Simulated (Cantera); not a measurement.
Feed: 1 mol B, 0.51 mol NH3, 4.3 mol H2, held at 100000 Pa.

Method: chemical equilibrium by Gibbs-energy minimisation in Cantera with the NASA 1993 tables (ideal gas, pure condensed phases). Candidate condensed phases: B, BN; 15 gas species. Mutual solubility and eutectic melting of coexisting phases are not modelled. The tables' values for BH2 are old estimates; treat these amounts as uncertain. Gases not in the tables: B2H6 and higher boranes. The numbers say what is thermodynamically allowed, not how fast it happens.

x: gas mole fraction; n: condensed amount in mol.

```json
[
 {"T (°C)": "1777", "x H2": "0.997", "x H": "0.00226", "x N2": "0.000244", "x BH2": "0.000617", "x BH3": "4.05e-5", "x B": "3.00e-7", "x BH": "5.74e-7", "n B(s)": "0.489", "n BN(s)": "0.508", "n B(l)": "0"},
 {"T (°C)": "1827", "x H2": "0.996", "x H": "…", "x N2": "…", "x BH2": "0.000804", "x BH3": "…", "x B": "…", "x BH": "…", "n B(s)": "0.491", "n BN(s)": "0.505", "n B(l)": "0"},
 {"T (°C)": "1877", "x H2": "0.994", "x H": "…", "x N2": "…", "x BH2": "0.00103", "x BH3": "…", "x B": "…", "x BH": "…", "n B(s)": "0.494", "n BN(s)": "0.500", "n B(l)": "0"},
 {"T (°C)": "1927", "x H2": "0.991", "x H": "0.00561", "x N2": "0.00177", "x BH2": "0.00131", "x BH3": "5.65e-5", "x B": "2.74e-6", "x BH": "3.20e-6", "n B(s)": "0.501", "n BN(s)": "0.492", "n B(l)": "0"},
 {"T (°C)": "1977", "x H2": "0.988", "x H": "0.00738", "x N2": "0.00324", "x BH2": "0.00165", "x BH3": "6.22e-5", "x B": "5.35e-6", "x BH": "5.37e-6", "n B(s)": "0.514", "n BN(s)": "0.477", "n B(l)": "0"},
 {"T (°C)": "2027", "x H2": "0.983", "x H": "0.00959", "x N2": "0.00575", "x BH2": "0.00204", "x BH3": "6.81e-5", "x B": "1.01e-5", "x BH": "8.82e-6", "n B(s)": "0.538", "n BN(s)": "0.451", "n B(l)": "0"},
 {"T (°C)": "2077", "x H2": "0.975", "x H": "0.0123", "x N2": "0.00999", "x BH2": "0.00250", "x BH3": "7.39e-5", "x B": "1.87e-5", "x BH": "1.41e-5", "n B(s)": "0", "n BN(s)": "0.407", "n B(l)": "0.579"}
]
```

Q: What belongs in the gaps?

A: 
- 1877, x H: 0.00420
- 1877, x N2: 0.000943
- 1877, x BH3: 5.09e-5
- 1877, x B: 1.36e-6
- 1877, x BH: 1.85e-6
- 1827, x H: 0.00311
- 1827, x N2: 0.000487
- 1827, x BH3: 4.55e-5
- 1827, x B: 6.50e-7
- 1827, x BH: 1.05e-6
